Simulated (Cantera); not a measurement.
An adiabatic, constant-pressure homogeneous reactor starts with 9.39 % CO, 1.50 % H2, 10.3 % O2, 78.8 % N2, at 1423 K and 110000 Pa.

Computed with Cantera and GRI-Mech 3.0 (53 species, 325 reactions).

x: mole fraction; the columns are a selection and need not sum to one.

| t (s) | T (K) | x CO | x H2 | x O2 | x H | x NO | x OH |
|---|---|---|---|---|---|---|---|
| 8.00e-6 | 1423 | 0.0939 | 0.0150 | 0.103 | 1.22e-7 | <1e-12 | 7.84e-8 |
| 2.83e-5 | 1423 | 0.0939 | 0.0150 | 0.103 | 1.92e-5 | 1.06e-12 | 1.25e-5 |
| 0.000100 | … | … | 0.000880 | … | … | … | … |
| 0.000355 | 1915 | 0.0278 | 0.000928 | 0.0590 | 0.00379 | 5.57e-5 | 0.00374 |
| 0.00126 | 2110 | 0.0134 | 0.000406 | 0.0554 | 0.000745 | 0.000144 | 0.00298 |
| 0.00445 | 2201 | 0.00492 | 0.000142 | 0.0528 | 0.000130 | 0.000338 | 0.00188 |
| 0.0158 | 2221 | 0.00284 | 8.30e-5 | 0.0519 | 5.60e-5 | 0.000697 | 0.00146 |
| 0.0558 | 2219 | 0.00279 | 8.17e-5 | 0.0514 | 5.44e-5 | … | 0.00144 |
| 0.198 | 2214 | 0.00274 | 8.03e-5 | 0.0502 | 5.25e-5 | 0.00412 | 0.00140 |
| 0.700 | 2210 | 0.00269 | 7.91e-5 | 0.0492 | 5.08e-5 | 0.00625 | 0.00137 |

Q: Complete the blanks.

A: 
- 0.000100, T (K): 1563
- 0.000100, x CO: 0.0667
- 0.000100, x O2: 0.0763
- 0.000100, x H: 0.00628
- 0.000100, x NO: 5.07e-6
- 0.000100, x OH: 0.00222
- 0.0558, x NO: 0.00171
